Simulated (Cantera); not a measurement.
Charge: 1 mol SiH4, 0.058 mol C2H2, 1100 mol H2, equilibrated at 1727 °C and 38.0 mbar.

These are equilibrium values from Cantera (NASA tables, ideal gas, pure condensed phases), not measurements of a reactor. Gases not in the tables: Si2H6 and higher silanes. Kinetics and transport are ignored.

```tsv
species	before	after
H2	0.991	0.999
H	0.00830	0.000936
Si	0.000644	2.59e-5
Si2C	1.77e-5	1.80e-7
SiH	8.48e-5	7.27e-6
SiH2	5.92e-5	1.70e-5
SiC(s), mol	0.0778	0.115
Si(l), mol	0	0.829
```
Gas species are given as mole fractions.

### Question
What was changed between the two runs?
(A) temperature from 1727 °C to 1800 °C
(B) temperature from 1727 °C to 2125 °C
(C) pressure from 38.0 mbar to 19.0 mbar
(D) temperature from 1727 °C to 1450 °C

### Answer
D, temperature from 1727 °C to 1450 °C. Mutual solubility and eutectic melting of coexisting phases are not modelled
